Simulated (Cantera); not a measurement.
Input (Python, Cantera) and output of one run.

```python
import numpy as np
import cantera as ct

gas_names = """
    C CN CO CO2 C2 CCN CNC C2N2 C2O C3 C3O2 C4 C4N2 C5 N NCO NO NO2 NO3 N2 N2O O O2 O3 Pb PbO Pb2
""".split()
cond_names = """
    C(gr) Pb(cr) Pb(L) PbO(rd) PbO(yw) PbO(L) PbO2(s) Pb3O4(s)
""".split()


# ... load() reads the species with a 1 bar reference pressure and builds the phases ...
atoms = {
    'PbO': {'Pb': 1, 'O': 1},
    'C': {'C': 1},
    'N2': {'N': 2},
}
top_T = {'C(gr)': 4500, 'Pb3O4(s)': 820}  # K; cautious upper limits of use, not melting points


# ... equilibrate(T, P, feed) seeds the gas with the atoms and calls Mixture.equilibrate('TP', solver="vcs", rtol=1e-11, max_steps=5000) ...
results = []
T = 1573.15  # K
P = 100000  # Pa
for m in [1.6, 2, 2.5, 3.1, 3.9, 4.9, 6, 7.5, 9.3, 12, 14, 18]:
    feed = {'PbO': 1, 'C': 0.73, 'N2': m}  # mol
    mix = equilibrate(T, P, feed)
    results.append((T, P, feed, dict(zip(mix.species_names, mix.species_moles))))

top = {s: max(r[3][s] / sum(r[3][g] for g in gas_names) for r in results) for s in gas_names}
cols = sorted((s for s in top if top[s] > 1e-05), key=lambda s: -top[s])[:6]
seen = [c for c in cond_names if any(r[3].get(c, 0) > 1e-12 for r in results)]
print("log10 of partial pressures in bar; condensed amounts in mol")
print(f"{'n(N2)':>10s}" + "".join(f"{s[:9]:>10s}" for s in cols + seen))
for T, P, feed, n in results:
    ng = sum(n[g] for g in gas_names)
    print(f"{feed['N2']:10.4g}" + "".join(f"{np.log10(max(n[s] / ng * P / 1e5, 1e-99)):10.3f}" for s in cols)
          + "".join(f"{n.get(c, 0):10.4g}" for c in seen))
```

It prints:

```
log10 of partial pressures in bar; condensed amounts in mol
     n(N2)        N2        CO       CO2        Pb       PbO       Pb2     Pb(L)
       1.6    -0.185    -0.726    -0.958    -1.318    -4.306    -4.503     0.882
         2    -0.157    -0.795    -1.026    -1.318    -4.306    -4.503    0.8617
       2.5    -0.133    -0.868    -1.100    -1.318    -4.306    -4.503    0.8364
       3.1    -0.113    -0.942    -1.174    -1.318    -4.306    -4.503     0.806
       3.9    -0.096    -1.024    -1.256    -1.318    -4.306    -4.503    0.7655
       4.9    -0.082    -1.109    -1.341    -1.318    -4.306    -4.503    0.7149
         6    -0.071    -1.186    -1.419    -1.318    -4.306    -4.503    0.6592
       7.5    -0.062    -1.274    -1.506    -1.318    -4.306    -4.503    0.5832
       9.3    -0.054    -1.359    -1.592    -1.318    -4.307    -4.503    0.4921
        12    -0.047    -1.463    -1.696    -1.318    -4.307    -4.503    0.3553
        14    -0.044    -1.526    -1.760    -1.318    -4.307    -4.503    0.2541
        18    -0.039    -1.630    -1.864    -1.318    -4.308    -4.503   0.05149
```

Method: chemical equilibrium by Gibbs-energy minimisation in Cantera with the NASA 1993 tables (ideal gas, pure condensed phases).
